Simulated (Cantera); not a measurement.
An isothermal, constant-pressure homogeneous reactor starts with 0.498 % C2H6, 99.5 % N2, at 1350 K and 48.8 Torr.

Cantera simulation using GRI-Mech 3.0 (53 species, 325 reactions); the numbers are that mechanism's predictions, not measurements. GRI-Mech 3.0 stops at C3 and has no aromatics, soot or wall deposition, so with more carbon than oxygen in the feed, carbon stays in small species such as C2H2 where larger ones or solid carbon would form.

Problem. Predict: x(C2H6) at 200 s; x(CH4) at 200 s; x(H) at 200 s; x(HCN) at 200 s; x(CH3) at 200 s.

Solution. 
```
Quantity                                             Value
----------------  ----------------------------------------
x(C2H6) at 200 s  4.68e-8 (gas-phase equilibrium 8.43e-12)
x(CH4) at 200 s   0.000648 (gas-phase equilibrium 6.87e-6)
x(H) at 200 s      7.54e-7 (gas-phase equilibrium 9.34e-7)
x(HCN) at 200 s    3.98e-7 (gas-phase equilibrium 0.00895)
x(CH3) at 200 s    1.09e-6 (gas-phase equilibrium 1.29e-8)
```
